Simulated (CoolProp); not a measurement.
Aqueous potassium formate as a coolant, 46 % by mass, freezing at -45.9 °C, 1 atm.

Model: Melinder's fits for secondary coolants, in CoolProp.

```
T (°C)  viscosity (mPa s)  Prandtl number  density (kg/m³)  cp (kJ/(kg K))
------  -----------------  --------------  ---------------  --------------
-10.4                5.48            31.6             1322           2.684
-7.2                 4.90            28.1             1321           2.690
-4                   4.42            25.2             1319           2.695
-0.8                 4.01            22.7             1318           2.701
2.3                  3.67            20.7             1317           2.706
5.5                  3.37            18.9             1316           2.712
8.7                  3.11            17.3             1314           2.718
11.9                 2.88            16.0             1313           2.723
15                   2.69            14.8             1311           2.729
18.2                 2.51            13.8             1310           2.735
21.4                 2.35            12.8             1308           2.741
24.6                 2.20            12.0             1307           2.747
27.7                 2.07            11.2             1305           2.753
30.9                 1.95            10.5             1304           2.759
```
